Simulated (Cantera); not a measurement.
Feed: 1 mol SiH₂Cl₂, 0.22 mol HCl, a varied amount of H₂, held at 1075 K and 57.0 mbar.

Points: n(H2) (mol) = 4.7, 6.6, 9.1, 13, 18, 24, 34, 47, 65, 90, 130.

Cantera's Mixture.equilibrate('TP', solver="vcs", rtol=1e-11, max_steps=5000) on the NASA tables stopped like this:

```
ERROR: FAILURE its = 5001!

*******************************************************************************
CanteraError thrown by MultiPhase::equilibrate:
VCS solver failed. Return code: -1
*******************************************************************************
```

Problem. What got this run through?

Solution. Several could match; the one computed here: The failure is numerical, not chemical. The same input converged with solver="gibbs", rtol=1e-10, max_steps=50000, and the result passed a check of the equilibrium conditions:
```
log10 of partial pressures in bar; condensed amounts in mol
     n(H2)        H2     SiCL4       HCL    SiHCL3     SiCL3    Si(cr)
       4.7    -1.300    -2.468    -2.678    -2.996    -3.716    0.4586
       6.6    -1.289    -2.602    -2.706    -3.091    -3.817    0.4687
       9.1    -1.280    -2.742    -2.736    -3.191    -3.922    0.4814
        13    -1.273    -2.910    -2.775    -3.314    -4.048    0.5002
        18    -1.267    -3.077    -2.813    -3.436    -4.173    0.5226
        24    -1.263    -3.235    -2.851    -3.553    -4.292    0.5473
        34    -1.259    -3.443    -2.901    -3.707    -4.448    0.5843
        47    -1.256    -3.656    -2.953    -3.865    -4.607    0.6263
        65    -1.254    -3.893    -3.011    -4.042    -4.785    0.6756
        90    -1.252    -4.162    -3.077    -4.242    -4.987    0.7311
       130    -1.250    -4.514    -3.164    -4.505    -5.251     0.797
```

The gas is ideal and each condensed phase is pure. The tables' values for SiCl3 are old estimates; treat these amounts as uncertain.
